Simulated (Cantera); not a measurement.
An isothermal, constant-pressure homogeneous reactor starts with CH2O : O2 : N2 = 0.0029 : 0.02 : 1 (molar parts), equivalence ratio 0.14, at 1125 K and 518 Torr.

Computed with Cantera and GRI-Mech 3.0 (53 species, 325 reactions).

x: mole fraction; the columns are a selection and need not sum to one.

```tsv
t (s)	x CH2O	x O2	x NO	x HCN	x H2	x CH2	x H2O
1.00e-5	0.00284	0.0196	<1e-12	<1e-12	?	<1e-12	7.36e-11
3.83e-5	0.00284	0.0196	<1e-12	<1e-12	?	<1e-12	1.00e-9
0.000147	0.00283	0.0196	<1e-12	<1e-12	?	<1e-12	6.50e-9
0.000562	0.00283	0.0196	<1e-12	<1e-12	?	<1e-12	8.16e-8
0.00215	0.00282	0.0195	<1e-12	<1e-12	?	<1e-12	3.17e-6
0.00825	0.00205	0.0191	<1e-12	<1e-12	?	<1e-12	0.000478
0.0316	<1e-12	0.0174	1.05e-8	<1e-12	?	<1e-12	0.00281
0.121	<1e-12	0.0168	1.78e-8	<1e-12	?	<1e-12	0.00283
0.464	<1e-12	0.0167	2.10e-8	<1e-12	?	<1e-12	0.00283
1.78	<1e-12	0.0167	2.24e-8	<1e-12	?	<1e-12	0.00283
6.81	<1e-12	0.0167	2.32e-8	<1e-12	3.97e-10	<1e-12	0.00283
26.1	<1e-12	0.0167	2.34e-8	<1e-12	1.45e-10	<1e-12	0.00283
100	<1e-12	0.0167	2.35e-8	<1e-12	6.89e-11	<1e-12	0.00284
```

### Question
Some entries are withheld; supply them.

### Answer

- 1.00e-5, x H2: 1.18e-9
- 3.83e-5, x H2: 8.04e-9
- 0.000147, x H2: 3.89e-8
- 0.000562, x H2: 2.16e-7
- 0.00215, x H2: 2.73e-6
- 0.00825, x H2: 0.000178
- 0.0316, x H2: 1.04e-5
- 0.121, x H2: 1.42e-6
- 0.464, x H2: 8.71e-8
- 1.78, x H2: 4.74e-9
